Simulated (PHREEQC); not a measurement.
Solution (25 °C): 30 mmol/kgw H2SO4 and 68 mmol/kgw Al2(SO4)3. Closed to the air; pH follows from the charge balance.

Equilibrium calculation in PHREEQC: ion-association model, wateq4f.dat.

**Question.** The ionic strength comes out as 0.242 mol/kgw. What activity coefficients do AlSO4+, HSO4-, Al(SO4)2-, Al+3, AlHSO4+2 get?

**Answer.** AlSO4+ 0.72, HSO4- 0.72, Al(SO4)2- 0.72, Al+3 0.12, AlHSO4+2 0.30.

No solid was allowed to form.
